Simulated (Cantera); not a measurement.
A perfectly stirred reactor is fed with CH4 : O2 : N2 = 1 : 3.7 : 13.9 (molar parts), equivalence ratio 0.54, at 9.87 atm; it is adiabatic with a 325 K inlet, and is followed from long to short residence time, starting on the burning branch (τ in s: 0.021, 0.011, 0.0056, 0.0029, 0.0015, 0.00078, 0.0004, 0.00021, 0.00011, 5.6e-05, 2.9e-05, 1.5e-05, 7.8e-06).

Cantera simulation using GRI-Mech 3.0 (53 species, 325 reactions); the numbers are that mechanism's predictions, not measurements.

What does this change do: inlet temperature 325 to 750 K?


```csv
quantity,before,after
"blow-out, bracketed by the residence times tried","burning at 2.90 ms, out at 1.50 ms","burning at 0.110 ms, out at 56.0 µs"
x(CH4) at τ = 21.0 ms,5.85e-5,7.62e-6
x(O2) at τ = 21.0 ms,0.0918,0.0913
x(HCN) at τ = 21.0 ms,2.44e-9,1.29e-8
x(CH2) at τ = 21.0 ms,1.46e-8,1.74e-8
x(OH) at τ = 21.0 ms,0.000137,0.000742
x(CH4) at τ = 0.400 ms,0.0538,0.000155
x(O2) at τ = 0.400 ms,0.199,0.0926
x(HCN) at τ = 0.400 ms,<1e-12,3.97e-8
x(CH2) at τ = 0.400 ms,<1e-12,6.71e-7
x(OH) at τ = 0.400 ms,<1e-12,0.00158
```

What does this change do: pressure from 9.87 atm to 4.15 atm?


```
quantity                                                                      before                                after
------------------------------------------------  ----------------------------------  -----------------------------------
blow-out, bracketed by the residence times tried  burning at 2.90 ms, out at 1.50 ms  burning at 1.50 ms, out at 0.780 ms
x(CH4) at τ = 21.0 ms                                                        5.85e-5                              5.28e-5
x(O2) at τ = 21.0 ms                                                          0.0918                               0.0917
x(HCN) at τ = 21.0 ms                                                        2.44e-9                              3.18e-9
x(CH2) at τ = 21.0 ms                                                        1.46e-8                              3.77e-8
x(OH) at τ = 21.0 ms                                                        0.000137                             0.000319
x(CH4) at τ = 0.400 ms                                                        0.0538                               0.0538
x(O2) at τ = 0.400 ms                                                          0.199                                0.199
x(HCN) at τ = 0.400 ms                                                        <1e-12                               <1e-12
x(CH2) at τ = 0.400 ms                                                        <1e-12                               <1e-12
x(OH) at τ = 0.400 ms                                                         <1e-12                               <1e-12
```

What does this change do: N2 13.9 to 9.7 parts?


```csv
quantity,before,after
"blow-out, bracketed by the residence times tried","burning at 2.90 ms, out at 1.50 ms","burning at 0.210 ms, out at 0.110 ms"
x(CH4) at τ = 21.0 ms,5.85e-5,1.09e-5
x(O2) at τ = 21.0 ms,0.0918,0.118
x(HCN) at τ = 21.0 ms,2.44e-9,8.62e-9
x(CH2) at τ = 21.0 ms,1.46e-8,1.64e-8
x(OH) at τ = 21.0 ms,0.000137,0.000715
x(CH4) at τ = 0.400 ms,0.0538,0.000243
x(O2) at τ = 0.400 ms,0.199,0.120
x(HCN) at τ = 0.400 ms,<1e-12,2.79e-8
x(CH2) at τ = 0.400 ms,<1e-12,6.55e-7
x(OH) at τ = 0.400 ms,<1e-12,0.00142
```
